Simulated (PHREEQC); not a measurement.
Nickel, zinc or cadmium bath (model solution)

Consider water at 25 °C with 140 mmol/kgw ZnCl2 and 2.3 mmol/kgw H2SO4. Closed to the air; pH follows from the charge balance.

Equilibrium calculation in PHREEQC: ion-association model, phreeqc.dat.

No solid was allowed to form.

Question: Estimate the pH.

Answer: pH 2.46.

Question: In which forms is S present?

Answer: ZnSO4 55 %, SO4-2 40 %, HSO4- 4.3 %, Zn(SO4)2-2 0.7 % of the S.
